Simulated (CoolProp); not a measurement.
Properties of R115 along the isobar 74.2 bar (Tc = 353.1 K, pc = 31.29 bar, ω = 0.248).

The numbers come from the reference Helmholtz-energy equation of state, Lemmon 2016 in CoolProp.

```csv
T (K),phase,Z,cv (kJ/(kg K))
243.5,liquid,0.3671,0.6408
261.8,liquid,0.3554,0.6644
280.2,liquid,0.3472,0.6885
298.5,liquid,0.3425,0.7125
316.8,liquid,0.3418,0.7365
335.1,liquid,0.3462,0.7606
353.4,supercritical,0.3581,0.7851
371.8,supercritical,0.3830,0.8105
390.1,supercritical,0.4319,0.8347
408.4,supercritical,0.5103,0.8499
426.7,supercritical,0.5947,0.8565
445,supercritical,0.6664,0.8628
463.4,supercritical,0.7246,0.8709
481.7,supercritical,0.7715,0.8801
500,supercritical,0.8101,0.8897
```
